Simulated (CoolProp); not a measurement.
Vapour-liquid equilibrium of propane (1) + benzene (2) at 293.3 K; x and y are mole fractions of (1).

Values from CoolProp's multi-fluid Helmholtz-energy mixture model, Lemmon 2009 and Thol 2012; pair parameters Bell 2016.

Give the bubble pressure and the first vapour's composition at x = 0.2, 0.35, 0.65. Is there an azeotrope?

x = 0.2: 2.738 bar, y = 0.965; x = 0.35: 3.953 bar, y = 0.978; x = 0.65: 5.801 bar, y = 0.988. No azeotrope shows between x = 0.05 and 0.95.

Pair parameters are fitted to limited data, so mixtures are less certain than the pure fluids. The gap from Raoult's law changes sign with composition, which may be real or a fault of the pair parameters; it wasn't checked against measurements. With so large a gap from Raoult's law the liquid may split in two, which this calculation doesn't test in full.
